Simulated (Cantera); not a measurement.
Charge: 1 mol Fe(CO)5, 7.7 mol H2, 1.4 mol O2, held at 1.30 mbar.

Cantera equilibrium calculation (NASA polynomials, part measured and part estimated; ideal gas, pure solids and liquids). Candidate condensed phases: C, C6H6, C7H8, C8H18, Fe, Fe(CO)5, FeO, Fe(OH)2, Fe(OH)3, Fe2O3, Fe3O4, H2O; 114 gas species. Mutual solubility and eutectic melting of coexisting phases are not modelled. The tables' stoichiometric FeO is somewhat more stable than real wüstite, so its field is too wide. FeO: taken at fixed stoichiometry. The numbers say what is thermodynamically allowed, not how fast it happens.

x: gas mole fraction; n: condensed amount in mol.

```
T (°C)   x H2   x CO   x H2O   x CO2       x H  n Fe(α)  n FeO(s)  n Fe(γ)
------  -----  -----  ------  ------  --------  -------  --------  -------
652     0.529  0.304  0.0771  0.0896   5.25e-9    0.317     0.683        0
727     0.514  0.313     [?]     [?]       [?]      [?]       [?]        0
802     0.500  0.320   0.107  0.0735   2.88e-7    0.489     0.511        0
877     0.484  0.325   0.122  0.0688   1.44e-6    0.621     0.379        0
952     0.470  0.329     [?]  0.0649       [?]        0       [?]      [?]
1027    0.457  0.332   0.150  0.0617   2.07e-5        0     0.115    0.885
1102    0.445  0.335   0.162  0.0589   6.34e-5        0         0    1.000
1177    0.440  0.340   0.166  0.0540  0.000174        0         0    0.999
1252    0.435  0.344   0.170  0.0500  0.000433        0         0    0.997
```

### Question
Some entries are withheld; supply them.

### Answer

- 727, x H2O: 0.0919
- 727, x CO2: 0.0804
- 727, x H: 4.51e-8
- 727, n Fe(α): 0.388
- 727, n FeO(s): 0.612
- 952, x H2O: 0.136
- 952, x H: 5.93e-6
- 952, n FeO(s): 0.244
- 952, n Fe(γ): 0.756
